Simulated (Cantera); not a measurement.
A closed system holds: 1 mol Fe2O3, a varied amount of H2, at 1675 °C and 0.0100 bar.

Method: chemical equilibrium by Gibbs-energy minimisation in Cantera with the NASA 1993 tables (ideal gas, pure condensed phases). Candidate condensed phases: Fe, FeO, Fe(OH)2, Fe(OH)3, Fe2O3, Fe3O4, H2O; 12 gas species. Rates play no part.

### Question
At 85 mol H2, list the 6 most abundant gas species with their mole fractions, and the condensed phases.

### Answer
H2 0.935, H2O 0.0343, Fe 0.0200, H 0.0109, OH 3.63e-5, FeO 1.29e-5. Condensed: Fe(l).
